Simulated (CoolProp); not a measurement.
The numbers come from the reference Helmholtz-energy equation of state, Lemmon 2006 in CoolProp. It is a short technical equation, of lower accuracy than the large ones.

Task: Give the vapour pressure (MPa), vapour density (kg/m³), enthalpy of vaporisation (kJ/kg), surface tension (mN/m) of saturated C2F6 (R116) at 207.3, 227.3, 232.3 K.

Result: 
| T (K) | p (MPa) | vapour density (kg/m³) | enthalpy of vaporisation (kJ/kg) | surface tension (mN/m) |
|---|---|---|---|---|
| 207.3 | 0.187 | 16.1 | 111 | 9.40 |
| 227.3 | 0.435 | 36.3 | 101 | 6.79 |
| 232.3 | 0.524 | 43.7 | 98.1 | 6.16 |

Surface tension comes from a separate correlation (Mulero 2012).
